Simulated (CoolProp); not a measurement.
Computed with CoolProp (reference Helmholtz-energy equation of state, Aleksandrov 2011). It is a short technical equation, of lower accuracy than the large ones.

Give the vapour pressure (MPa), liquid density (kg/m³), enthalpy of vaporisation (kJ/kg), liquid cp (kJ/(kg K)) of saturated n-undecane at 440.2, 450.6, 461.1 K.


```tsv
T (K)	p (MPa)	liquid density (kg/m³)	enthalpy of vaporisation (kJ/kg)	liquid cp (kJ/(kg K))
440.2	0.0473	625	282	2.76
450.6	0.0632	616	276	2.80
461.1	0.0833	606	270	2.85
```
